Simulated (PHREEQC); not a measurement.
Hard or scaling water

Make-up at 25 °C: 0.013 mol/kgw CaSO4, 0.24 mol/kgw Na2SO4 and 5.1e-07 mol/kgw H4SiO4. Closed to the air; pH follows from the charge balance.

Equilibrium calculation in PHREEQC: ion-association model, wateq4f.dat.

Each row changes one thing in this solution. Precipitation was switched off in this run.

```
case                                                  pH  ionic strength (mol/kgw)  SO4-2 (mol/kgw)  HSO4- (mol/kgw)  H3SiO4- (mol/kgw)  SI of Quartz (SiO2)
--------------------------------------------------  ----  ------------------------  ---------------  ---------------  -----------------  -------------------
as made                                             7.29                     0.600            0.174          2.52e-7            2.64e-9                -2.24
CaSO4 replaced by Ag2SO4 at the same molality       7.19                     0.598       (withheld)          3.18e-7            2.08e-9                -2.24
H4SiO4 replaced by (NH4)2SiF6 at the same molality  6.48                     0.600            0.174          1.63e-6           4.10e-10                -2.24
Na2SO4 left out                                     7.06                    0.0356          0.00890          4.56e-8            1.04e-9                -2.31
0.016 mol/kgw Cd(NO3)2 added                        6.87                     0.606            0.159          6.05e-7            1.01e-9                -2.24
CaSO4 replaced by FeSO4 at the same molality        6.49                     0.602            0.175          1.60e-6           4.19e-10                -2.24
diluted 10-fold with water                          7.13                    0.0706       (withheld)          8.45e-8           1.30e-10                -3.31
```

Task: Some entries are withheld; supply them.

Result: 
- CaSO4 replaced by Ag2SO4 at the same molality, SO4-2 (mol/kgw): 0.173
- diluted 10-fold with water, SO4-2 (mol/kgw): 0.0226

Some of these states are supersaturated (in Gypsum, for instance). SiF6-2 is the database's only silicon fluoride.
